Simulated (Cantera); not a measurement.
## Equilibrium for silicon epitaxy and polysilicon growth: SiH4 + HCl + H2 + H2O

Feed: 1 mol SiH4, 0.033 mol HCl, 16 mol H2, 0.048 mol H2O, held at 10.0 Torr.

Method: chemical equilibrium by Gibbs-energy minimisation in Cantera with the NASA 1993 tables (ideal gas, pure condensed phases). Candidate condensed phases: H2O, Si, SiO2; 30 gas species. Mutual solubility and eutectic melting of coexisting phases are not modelled. The tables hold silica as quartz up to 1696 K and as liquid above; real silica turns to tridymite and cristobalite and melts near 1996 K. Equilibrium is a limit: real reactors are often held back by kinetics, nucleation or transport.

```csv
T (°C),log p H2,log p SiO,log p HCl,log p SiHCl3,log p SiCl4,log p H,log p SiH2Cl2,log p SiCl2,n Si(s),n SiO2(α-quartz),n SiO2(β-quartz)
527,-1.88,-13.84,-4.97,-5.70,-5.75,-12.48,-6.74,-8.05,0.971,0.0240,0
577,-1.88,-12.49,-4.77,-5.94,-6.05,-11.63,-6.88,-7.59,0.973,0,0.0240
627,-1.88,-11.30,-4.66,-6.35,-6.59,-10.87,-7.13,-7.32,0.975,0,0.0240
677,-1.88,-10.24,-4.63,-6.90,-7.32,-10.19,-7.48,-7.20,0.976,0,0.0240
727,-1.88,-9.28,-4.62,-7.47,-8.06,-9.58,-7.84,-7.13,0.976,0,0.0240
777,-1.88,-8.42,-4.62,-7.99,-8.75,-9.03,-8.18,-7.09,0.976,0,0.0240
827,-1.88,-7.64,-4.62,-8.47,-9.38,-8.53,-8.49,-7.05,0.976,0,0.0240
877,-1.88,-6.92,-4.62,-8.91,-9.96,-8.07,-8.77,-7.02,0.976,0,0.0239
927,-1.88,-6.27,-4.62,-9.32,-10.49,-7.64,-9.02,-6.99,0.975,0,0.0236
977,-1.88,-5.67,-4.62,-9.69,-10.98,-7.25,-9.26,-6.96,0.974,0,0.0226
1027,-1.88,-5.12,-4.62,-10.03,-11.43,-6.89,-9.48,-6.93,0.971,0,0.0188
1077,-1.88,-4.61,-4.62,-10.35,-11.85,-6.56,-9.68,-6.91,0.959,0,0.00724
1127,-1.88,-4.45,-4.62,-10.64,-12.23,-6.25,-9.87,-6.89,0.952,0,0
```
log p: log10 of the partial pressure in bar; n: condensed amount in mol.

At 527 °C the condensed part is Si(s) + SiO2(α-quartz). From 577 °C to 1077 °C the condensed part is Si(s) + SiO2(β-quartz). At 1127 °C the condensed part is Si(s). The main Si-bearing gas is SiHCl3 at 527 °C and SiO at 1127 °C.
